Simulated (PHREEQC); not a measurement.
Make-up at 25 °C: 0.0029 mol/kgw FeCl3, 3.2e-05 mol/kgw MgSO4, 0.00047 mol/kgw HCl and 0.0062 mol/kgw Na2SO4. Closed to the air; pH follows from the charge balance.

All values are PHREEQC results (ion-association model, phreeqc.dat), not measurements.

```
quantity                    before     after
------------------------  --------  --------
pH                            2.97      3.51
ionic strength (mol/kgw)    0.0230    0.0185
SO4-2 (mol/kgw)            0.00393   0.00589
HSO4- (mol/kgw)           0.000266  0.000121
```

Task: What was changed between the two runs?
A. HCl replaced by LiCl at the same molality
B. FeCl3 left out
C. Na2SO4 replaced by K2SO4 at the same molality
D. diluted 10-fold with water
E. Na2SO4 from 0.0062 to 0.0093 mol/kgw

Result: B, FeCl3 left out

This is a speciation only: nothing precipitates in the calculation. Some of these states are supersaturated (in Hematite (slow to form), Goethite (slow to form), for instance).
